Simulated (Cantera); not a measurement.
Input: 1 mol Cu₂O, 0.46 mol CH₄, 2.7 mol H₂, at 0.130 bar.

Equilibrium computed with Cantera from the NASA thermochemical tables; the gas is ideal and each condensed phase is pure. Candidate condensed phases: C, C₆H₆, C₇H₈, C₈H₁₈, Cu, CuO, Cu(OH)₂, Cu₂O, H₂O; 113 gas species. The numbers say what is thermodynamically allowed, not how fast it happens.

Q: Which condensed phases are stable at each of these points (T (K)): 1298, 1348, 1398, 1448, 1498, 1548, 1598, 1648, 1698, 1748, 1798, 1848, 1898, 1948?

A: 
```csv
T (K),condensed phases,Cu condensed (%)
1298,Cu(s),100.0
1348,Cu(s),100.0
1398,Cu(l),100.0
1448,Cu(l),100.0
1498,Cu(l),100.0
1548,Cu(l),100.0
1598,Cu(l),99.9
1648,Cu(l),99.9
1698,Cu(l),99.8
1748,Cu(l),99.5
1798,Cu(l),99.2
1848,Cu(l),98.5
1898,Cu(l),97.5
1948,Cu(l),95.8
```

From 1298 K to 1348 K the condensed part is Cu(s). From 1398 K to 1948 K the condensed part is Cu(l).
